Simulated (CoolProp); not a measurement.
n-perfluorohexane at several states: Z from the reference equation and from simpler models built on Tc = 174.9 °C, pc = 17.42 bar, ω = 0.497; each cubic takes its own stable root.

Values from CoolProp's reference Helmholtz-energy equation of state, Gao 2022.

```tsv
T (°C)	p (bar)	phase	reference
103.65	58.3	liquid	0.4268
-34.45	23.2	liquid	0.2137
172.85	0.115	gas	0.9976
117.15	0.78	gas	0.9740
-66.95	0.531	liquid	0.005416
```

Question: How far does each simpler model (van der Waals, Redlich-Kwong, Soave-Redlich-Kwong, Peng-Robinson) lie from the reference over these 5 states: mean and median of the absolute difference, and the worst?

Answer: 
- van der Waals: mean 44.6 %, median 61.7 %, worst +82.6 % at -66.95 °C and 0.531 bar
- Redlich-Kwong: mean 12.8 %, median 19.4 %, worst +22.7 % at -66.95 °C and 0.531 bar
- Soave-Redlich-Kwong: mean 9.6 %, median 13.9 %, worst +18.0 % at -66.95 °C and 0.531 bar
- Peng-Robinson: mean 2.0 %, median 1.3 %, worst +5.2 % at -66.95 °C and 0.531 bar
